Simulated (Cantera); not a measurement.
Feed: 1 mol SiHCl₃, 0.0053 mol C₂H₄, 5 mol H₂, 0.057 mol C₂H₂, held at 1377 °C and 0.960 bar.

These are equilibrium values from Cantera (NASA tables, ideal gas, pure condensed phases), not measurements of a reactor. Candidate condensed phases: C, C₆H₆, C₇H₈, C₈H₁₈, Si, SiC; 109 gas species. The tables' values for SiCl₃ are old estimates; treat these amounts as uncertain. Rates play no part.

Problem. What is the equilibrium state?

Solution. 
- x(H₂): 0.728
- x(HCl): 0.145
- x(SiCl₂): 0.0970
- x(SiCl₃): 0.0168
- x(SiCl₄): 0.00641
- x(SiHCl₃): 0.00539
- x(SiH₂Cl₂): 0.000774
- x(H): 7.91e-5
- x(SiH₃Cl): 3.34e-5
- n(SiC(s)): 0.125 mol
- gas amount: 6.922 mol
- log10 activity of Si(s) (absent): -0.03
- log10 activity of C(graphite) (absent): -1.88
